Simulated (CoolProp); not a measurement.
Vapour-liquid equilibrium of CHF3 (R23) (1) + R227EA (2) at 6.57 bar; x and y are mole fractions of (1).

The numbers come from the multi-fluid Helmholtz-energy mixture model, Penoncello 2003 and Lemmon 2016; pair parameters Bell 2016 in CoolProp.

Question: Give the bubble temperature and the first vapour's composition at x = 0.35, 0.75, 0.95. Is there an azeotrope?

Answer: x = 0.35: -13.5 °C, y = 0.860; x = 0.75: -34.4 °C, y = 0.973; x = 0.95: -40.5 °C, y = 0.995. No azeotrope shows between x = 0.05 and 0.95.

The pair parameters rest on a limited set of measurements; away from them the model extrapolates. The gap from Raoult's law changes sign with composition, which may be real or a fault of the pair parameters; it wasn't checked against measurements.
